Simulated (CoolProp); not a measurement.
Vapour-liquid equilibrium of cis-2-butene (1) + acetone (2) at 387.4 K; x and y are mole fractions of (1).

Computed with CoolProp (multi-fluid Helmholtz-energy mixture model, Lemmon 2005 and Lemmon 2006; pair parameters Bell 2016).

| x | bubble pressure, mixture model (MPa) | bubble pressure, Raoult's law (MPa) | y, mixture model | y, Raoult's law |
|---|---|---|---|---|
| 0.05 | 0.6579 | 0.5959 | (withheld) | 0.157 |
| 0.125 | 0.8365 | 0.6962 | 0.398 | 0.335 |
| 0.2 | (withheld) | 0.7964 | 0.514 | 0.469 |
| 0.275 | (withheld) | 0.8967 | (withheld) | 0.572 |
| 0.35 | (withheld) | 0.9970 | 0.649 | 0.655 |
| 0.425 | 1.355 | 1.097 | (withheld) | 0.723 |
| 0.5 | 1.445 | 1.198 | 0.732 | 0.779 |
| 0.575 | 1.525 | 1.298 | 0.766 | 0.827 |
| 0.65 | 1.598 | 1.398 | (withheld) | 0.868 |
| 0.725 | 1.666 | 1.498 | 0.832 | 0.903 |
| 0.8 | 1.730 | 1.599 | 0.869 | 0.934 |
| 0.875 | 1.788 | 1.699 | 0.911 | 0.961 |
| 0.95 | (withheld) | 1.799 | 0.961 | 0.985 |

Complete the blanks.


- 0.05, y, mixture model: 0.209
- 0.2, bubble pressure, mixture model (MPa): 0.9950
- 0.275, bubble pressure, mixture model (MPa): 1.133
- 0.275, y, mixture model: 0.592
- 0.35, bubble pressure, mixture model (MPa): 1.252
- 0.425, y, mixture model: 0.694
- 0.65, y, mixture model: 0.798
- 0.95, bubble pressure, mixture model (MPa): 1.839

The largest gap from Raoult's law is +26.4 % in bubble pressure, at x = 0.275. No azeotrope shows between x = 0.05 and 0.95.

The pair parameters rest on a limited set of measurements; away from them the model extrapolates.
